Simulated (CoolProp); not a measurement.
Vapour-liquid equilibrium of acetone (1) + dimethyl carbonate (2) at 450.3 K; x and y are mole fractions of (1).

Computed with CoolProp (multi-fluid Helmholtz-energy mixture model, Lemmon 2006 and Zhou 2011; pair parameters Bell 2016).

```
x      bubble pressure, mixture model (MPa)  bubble pressure, Raoult's law (MPa)  y, mixture model  y, Raoult's law
-----  ------------------------------------  -----------------------------------  ----------------  ---------------
0.05                                 0.9342                               0.9318               [?]            0.101
0.125                                 1.010                                1.007             0.215            0.234
0.2                                   1.083                                1.082             0.318            0.348
0.275                                   [?]                                1.158             0.408            0.448
0.35                                  1.225                                1.233               [?]            0.535
0.425                                 1.295                                1.308             0.564            0.613
0.5                                     [?]                                1.384             0.633            0.681
0.575                                 1.439                                1.459             0.697            0.743
0.65                                    [?]                                1.534             0.757            0.799
0.725                                 1.588                                1.610             0.814            0.849
0.8                                   1.665                                1.685             0.868            0.895
0.875                                   [?]                                1.760               [?]            0.937
0.95                                  1.829                                1.835               [?]            0.976
```

### Question
Fill in the missing entries.

### Answer

- 0.05, y, mixture model: 0.094
- 0.275, bubble pressure, mixture model (MPa): 1.154
- 0.35, y, mixture model: 0.490
- 0.5, bubble pressure, mixture model (MPa): 1.366
- 0.65, bubble pressure, mixture model (MPa): 1.512
- 0.875, bubble pressure, mixture model (MPa): 1.746
- 0.875, y, mixture model: 0.920
- 0.95, y, mixture model: 0.969

The largest gap from Raoult's law is -1.4 % in bubble pressure, at x = 0.65. No azeotrope shows between x = 0.05 and 0.95.

Pair parameters are fitted to limited data, so mixtures are less certain than the pure fluids.
